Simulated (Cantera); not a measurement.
Charge: 1 mol CH₂F₂, equilibrated at 800 K and 20.0 Pa.

These are equilibrium values from Cantera (NASA tables, ideal gas, pure condensed phases), not measurements of a reactor. Candidate condensed phases: C, C₆H₆, C₇H₈, C₈H₁₈; 95 gas species. The numbers say what is thermodynamically allowed, not how fast it happens.

Base state: HF 1.00 (mole fractions); condensed: C(graphite).

Task: What changes in the equilibrium state with this change: temperature from 800 K to 2723.15 K?

Result: 
| species | before | after |
|---|---|---|
| HF | 1.00 | 0.526 |
| H | <1e-9 | 0.193 |
| F | <1e-9 | 0.186 |
| C₃ | <1e-9 | 0.0597 |
| C | <1e-9 | 0.0139 |
| CF | <1e-9 | 0.0114 |
| C₂ | <1e-9 | 0.00574 |
| C₂H | <1e-9 | 0.000548 |
| C₅ | <1e-9 | 0.000433 |
| CF₂ | <1e-9 | 0.000187 |
| C₄ | <1e-9 | 8.48e-5 |
| C(graphite), mol | 1.00 | 0.394 |
